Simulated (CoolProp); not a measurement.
Computed with CoolProp (reference Helmholtz-energy equation of state, Akasaka 2022).

Problem. For R1233zd(E), give the phase and the density (kg/m³), Joule-Thomson coefficient (K/MPa), isothermal compressibility (1/MPa), fugacity coefficient at 445.2 K and 831 kPa; 445.2 K and 8310 kPa.

Solution. 
- 445.2 K and 831 kPa: gas; density 31.9, Joule-Thomson coefficient 10.5, isothermal compressibility 1.32, fugacity coefficient 0.923
- 445.2 K and 8310 kPa: supercritical; density 856, Joule-Thomson coefficient 0.987, isothermal compressibility 0.0250, fugacity coefficient 0.370
